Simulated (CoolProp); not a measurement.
Values from CoolProp's reference Helmholtz-energy equation of state, Tillner-Roth 1994.

For R134a, give the phase and the cp (kJ/(kg K)), cv (kJ/(kg K)), conductivity (mW/(m K)) at 436.8 K and 2.63 MPa; 401.1 K and 0.19 MPa.


- 436.8 K and 2.63 MPa: gas; cp 1.19, cv 1.02, conductivity 25.6
- 401.1 K and 0.19 MPa: gas; cp 1.02, cv 0.929, conductivity 21.6

Thermal conductivity comes from a separate model (McLinden 2000), an estimate that may be off by 10 % or more.
